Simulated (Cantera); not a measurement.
A freely propagating, adiabatic, planar premixed flame of H₂ : O₂ : N₂ = 1 : 0.417 : 1.57 (molar parts), equivalence ratio 1.2, unburnt at 700 K and 0.987 atm; mixture-averaged transport, grid criteria slope 0.08 and curve 0.16, no radiation.

Detailed kinetics in Cantera: the H2/O2 subset of GRI-Mech 3.0, which has no nitrogen chemistry. Burning velocities carry a grid error of a few per cent, more on coarse grids.

x: mole fraction of selected species; z is measured from the peak of heat release.

| z (mm) | T (K) | u (m/s) | x H₂ | x O₂ | x HO₂ | x OH | x H₂O | x O |
|---|---|---|---|---|---|---|---|---|
| -1.51 | 700 | 11.0 | 0.335 | 0.140 | <1e-8 | <1e-8 | <1e-8 | <1e-8 |
| -1.00 | 700 | 11.0 | 0.335 | 0.140 | <1e-8 | <1e-8 | <1e-8 | <1e-8 |
| -0.753 | 700 | 11.0 | 0.335 | 0.140 | <1e-8 | <1e-8 | <1e-8 | <1e-8 |
| -0.502 | 700 | 11.0 | 0.335 | 0.140 | 5.91e-7 | <1e-8 | 4.16e-8 | <1e-8 |
| -0.251 | 709 | 11.1 | 0.333 | 0.140 | 0.000174 | 3.77e-5 | 0.000480 | 9.64e-6 |
| -0.126 | (withheld) | 13.2 | 0.307 | 0.135 | 0.000163 | 0.000658 | 0.0140 | 0.000404 |
| 0 | (withheld) | 19.2 | 0.185 | 0.0899 | 7.46e-5 | 0.00456 | 0.109 | 0.00677 |
| 0.126 | (withheld) | 23.5 | 0.0882 | 0.0313 | 2.46e-5 | 0.0114 | 0.214 | 0.0124 |
| 0.251 | (withheld) | 25.4 | 0.0748 | 0.0192 | 1.36e-5 | 0.0145 | 0.236 | 0.0123 |
| 0.502 | 1898 | 27.3 | 0.0755 | 0.0154 | 9.41e-6 | 0.0169 | 0.246 | 0.0107 |
| 1.00 | 2063 | 29.3 | 0.0764 | 0.0122 | 6.41e-6 | 0.0183 | 0.257 | 0.00841 |
| 2.01 | 2224 | 31.3 | 0.0753 | 0.00905 | 4.18e-6 | 0.0182 | 0.270 | 0.00593 |
| 4.02 | 2369 | 32.9 | 0.0729 | 0.00609 | 2.67e-6 | 0.0166 | 0.283 | 0.00372 |

Q: What belongs in the gaps?

A: 
- -0.126, T (K): 858
- 0, T (K): 1287
- 0.126, T (K): 1601
- 0.251, T (K): 1744
